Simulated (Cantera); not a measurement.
An isothermal, constant-pressure homogeneous reactor starts with 14.3 % CH4, 85.7 % N2, at 1700 K and 1330 Pa.

Model: GRI-Mech 3.0 (53 species, 325 reactions), integrated in Cantera. GRI-Mech 3.0 stops at C3 and has no aromatics, soot or wall deposition, so with more carbon than oxygen in the feed, carbon stays in small species such as C2H2 where larger ones or solid carbon would form. Radical loss at walls, strong at low pressure, is not modelled.

x: mole fraction; the columns are a selection and need not sum to one.

| t (s) | x CH4 | x H | x C2H6 | x C2H2 | x HCN |
|---|---|---|---|---|---|
| 2.00e-5 | 0.143 | 2.93e-7 | <1e-12 | <1e-12 | <1e-12 |
| 7.06e-5 | 0.143 | 4.09e-7 | 1.64e-12 | <1e-12 | <1e-12 |
| 0.000249 | 0.143 | 4.15e-7 | 9.03e-11 | <1e-12 | <1e-12 |
| 0.000879 | 0.143 | 4.18e-7 | 3.87e-9 | 8.69e-11 | <1e-12 |
| 0.00310 | 0.143 | 4.65e-7 | 1.23e-7 | 1.59e-8 | <1e-12 |
| 0.0110 | 0.142 | 1.07e-6 | 2.49e-6 | 2.74e-6 | 1.25e-11 |
| 0.0387 | 0.135 | 1.08e-5 | 2.91e-5 | 0.000493 | 1.55e-9 |
| 0.136 | 0.0775 | 0.000107 | 3.37e-5 | 0.0239 | 1.88e-7 |
| 0.482 | 0.0244 | 0.000225 | 4.56e-6 | 0.0512 | 1.34e-6 |
| 1.70 | … | … | … | 0.0604 | … |
| 6.00 | … | … | … | 0.0622 | … |

Task: Complete the blanks.

Result: 
- 1.70, x CH4: 0.00453
- 1.70, x H: 0.000379
- 1.70, x C2H6: 2.82e-7
- 1.70, x HCN: 4.47e-6
- 6.00, x CH4: 0.000648
- 6.00, x H: 0.000528
- 6.00, x C2H6: 9.01e-9
- 6.00, x HCN: 1.05e-5
